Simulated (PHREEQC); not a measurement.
Make-up at 25 °C: 2.7 mmol/kgw HF and 0.015 mmol/kgw H4SiO4. Closed to the air; pH follows from the charge balance.

Equilibrium calculation in PHREEQC: ion-association model, phreeqc.dat.

No solid was allowed to form.

**Question.** Predict the pH.

**Answer.** pH 2.98.

**Question.** In which forms is F present?

**Answer.** HF 58 %, F- 39 %, SiF6-2 2.3 % of the F.

Species that the database lacks are ignored. SiF6-2 is the database's only silicon fluoride.
